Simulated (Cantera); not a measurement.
What does this Cantera script print?

```python
import numpy as np
import cantera as ct

gas_names = [...]  # 77 gases of nasa_gas.yaml made of C, H, Ti
cond_names = """
    C(gr) C6H6(L) C7H8(L) C8H18(L),n-octa Ti(a) Ti(b) Ti(L) TiC(s) TiC(L)
""".split()


# ... load() reads the species with a 1 bar reference pressure and builds the phases ...
atoms = {
    'Ti': {'Ti': 1},
    'C3H8': {'C': 3, 'H': 8},
    'H2': {'H': 2},
}
top_T = {'C(gr)': 4500}  # K; cautious upper limits of use, not melting points


# ... equilibrate(T, P, feed) seeds the gas with the atoms and calls Mixture.equilibrate('TP', solver="vcs", rtol=1e-11, max_steps=5000) ...
results = []
feed = {'Ti': 1, 'C3H8': 0.45, 'H2': 3.7}  # mol
T = 1075  # K
P = 2200  # Pa
mix = equilibrate(T, P, feed)
results.append((T, P, feed, dict(zip(mix.species_names, mix.species_moles))))
x = sorted(zip(gas.X, gas.species_names), reverse=True)
print(f"T = {T:g} K  P = {P:g} Pa  gas = {mix.phase_moles(0):.4g} mol")
print("   x: " + "  ".join(f"{s} {v:.3e}" for v, s in x if v > 1e-06))
print("   condensed (mol): " + ("  ".join(f"{mix.phase(i).name} {mix.phase_moles(i):.4g}"
      for i in range(1, mix.n_phases) if mix.phase_moles(i) > 1e-12) or "none"))
```

Result:

```
T = 1075 K  P = 2200 Pa  gas = 5.495 mol
   x: H2 9.990e-01  CH4 9.902e-04
   condensed (mol): C(gr) 0.3446  TiC(s) 1
```

Cantera equilibrium calculation (NASA polynomials, part measured and part estimated; ideal gas, pure solids and liquids). TiC: taken at fixed stoichiometry.
